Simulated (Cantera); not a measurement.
A Cantera script and its output.

```python
import numpy as np
import cantera as ct

gas = ct.Solution("gri30.yaml")
gas.TPX = 450, 940000, {'CH4': 1, 'CO': 0.4, 'O2': 1.83, 'N2': 6.89}
flame = ct.FreeFlame(gas, width=0.0083)
flame.set_refine_criteria(ratio=3, slope=0.08, curve=0.16)
flame.transport_model = "mixture-averaged"
flame.solve(loglevel=0, auto=True)
z, T = flame.grid, flame.T
thick = (T[-1] - T[0]) / np.gradient(T, z).max()
show = ['CH4', 'CO', 'O2', 'NO', 'C2H', 'H2O']
print(f"laminar burning velocity  {flame.velocity[0] * 100:.3f} cm/s")
print(f"burnt temperature         {T[-1]:.1f} K")
print(f"thermal thickness         {thick * 1e3:.4f} mm")
print(f"grid points               {len(z)}")
z0 = z[flame.heat_release_rate.argmax()]
print(f"{'z/mm':>9s}{'T/K':>9s}{'u/(m/s)':>9s}" + "".join(f"{s:>11s}" for s in show))
rows = []
for k in (-3, -2, -1.5, -1, -0.5, -0.25, 0, 0.25, 0.5, 1, 2, 4, 8):
    zz = z0 + k * thick
    rows.append([k * thick, np.interp(zz, z, T), np.interp(zz, z, flame.velocity),
                 *(np.interp(zz, z, flame.X[gas.species_index(s)]) for s in show)])
    print(f"{rows[-1][0] * 1e3:9.3f}{rows[-1][1]:9.1f}{rows[-1][2]:9.3f}" + "".join(f"{x:11.3e}" for x in rows[-1][3:]))
```

Output:

```
laminar burning velocity  30.144 cm/s
burnt temperature         2283.1 K
thermal thickness         0.0830 mm
grid points               140
     z/mm      T/K  u/(m/s)        CH4         CO         O2         NO        C2H        H2O
   -0.249    450.9    0.302  9.859e-02  3.947e-02  1.805e-01  1.119e-09  7.522e-27  1.435e-04
   -0.166    457.9    0.308  9.788e-02  3.944e-02  1.797e-01  1.232e-08  6.498e-24  1.192e-03
   -0.124    482.9    0.326  9.605e-02  3.961e-02  1.777e-01  6.360e-08  1.993e-21  4.568e-03
   -0.083    622.3    0.423  8.748e-02  4.141e-02  1.670e-01  6.877e-07  4.940e-17  2.127e-02
   -0.041   1150.3    0.792  5.584e-02  5.157e-02  1.199e-01  9.885e-06  3.783e-11  7.657e-02
   -0.021   1586.6    1.097  2.858e-02  6.201e-02  7.521e-02  2.359e-05  1.116e-08  1.191e-01
    0.000   1980.7    1.371  5.802e-03  6.943e-02  2.976e-02  4.234e-05  5.045e-07  1.560e-01
    0.021   2143.7    1.476  3.492e-04  6.362e-02  8.293e-03  6.675e-05  3.759e-07  1.689e-01
    0.041   2193.3    1.504  1.534e-05  5.701e-02  2.847e-03  8.169e-05  3.113e-08  1.708e-01
    0.083   2234.2    1.527  1.041e-07  5.316e-02  8.965e-04  9.138e-05  3.237e-10  1.719e-01
    0.166   2262.5    1.545  2.895e-10  5.235e-02  2.962e-04  9.588e-05  1.280e-12  1.735e-01
    0.332   2277.3    1.554  2.277e-12  5.225e-02  8.845e-05  9.802e-05  4.275e-15  1.747e-01
    0.664   2282.1    1.557  1.577e-12  5.223e-02  3.903e-05  9.928e-05  5.229e-17  1.751e-01
```

Model: GRI-Mech 3.0 (53 species, 325 reactions), integrated in Cantera. Burning velocities carry a grid error of a few per cent, more on coarse grids.
